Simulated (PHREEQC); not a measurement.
Dissolve 0.0046 mol Pb(NO3)2 per kg of water at 20 °C. Closed to the air; pH follows from the charge balance.

Computed with PHREEQC (ion-association model, phreeqc.dat).

This is a speciation only: nothing precipitates in the calculation.

Problem. Order these Pb species by the share of Pb that they hold, largest first: PbNO3+, Pb+2, PbOH+.

Solution. Pb+2 (92 %), PbNO3+ (7.6 %), PbOH+ (0.16 %)

The pH is 5.11 and the ionic strength 0.0131 mol/kgw.
